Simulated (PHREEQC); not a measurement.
Dissolve 4.6 mmol/kgw H2SO4, 92 mmol/kgw Al(NO3)3 and 0.65 mmol/kgw CO2 at 25 °C. Closed to the air; pH follows from the charge balance.

Computed with PHREEQC (ion-association model, phreeqc.dat).

This is a speciation only: nothing precipitates in the calculation.

Question: Order these S species by the share of S that they hold, largest first: Al(SO4)2-, HSO4-, AlSO4+, AlHSO4+2, SO4-2.

Answer: AlSO4+ (85 %), SO4-2 (12 %), HSO4- (2.2 %), Al(SO4)2- (0.58 %), AlHSO4+2 (0.12 %)

The pH is 2.16 and the ionic strength 0.542 mol/kgw.
